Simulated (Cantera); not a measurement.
An isothermal, constant-pressure homogeneous reactor starts with C2H6 : N2 = 1 : 6.4 (molar parts), at 1200 K and 0.000197 atm. Integrator tolerance rtol = 1e-08.

Model: GRI-Mech 3.0 (53 species, 325 reactions), integrated in Cantera. GRI-Mech 3.0 stops at C3 and has no aromatics, soot or wall deposition, so with more carbon than oxygen in the feed, carbon stays in small species such as C2H2 where larger ones or solid carbon would form. Radical loss at walls, strong at low pressure, is not modelled.

```tsv
quantity	before	after
x(C2H6) at 200 s	5.78e-6 (gas-phase equilibrium 2.27e-10)	1.59e-6 (gas-phase equilibrium 1.22e-7)
x(HCN) at 200 s	5.54e-9 (gas-phase equilibrium 0.0748)	1.08e-9 (gas-phase equilibrium 0.0738)
x(CH4) at 200 s	0.0527 (gas-phase equilibrium 0.000250)	0.0328 (gas-phase equilibrium 0.00570)
x(CH2) at 200 s	8.21e-11 (gas-phase equilibrium 2.22e-12)	3.79e-12 (gas-phase equilibrium 2.15e-12)
x(H2) at 200 s	0.111 (gas-phase equilibrium 0.212)	0.158 (gas-phase equilibrium 0.205)
x(C2H) at 200 s	1.13e-10 (gas-phase equilibrium 3.81e-10)	5.05e-11 (gas-phase equilibrium 7.58e-11)
```

Q: Name the change that produced these shifts.
(A) pressure from 0.000197 atm to 0.00484 atm
(B) C2H6 1 to 1.8 parts
(C) N2 6.4 to 43 parts
(D) N2 6.4 to 23 parts

A: A, pressure from 0.000197 atm to 0.00484 atm
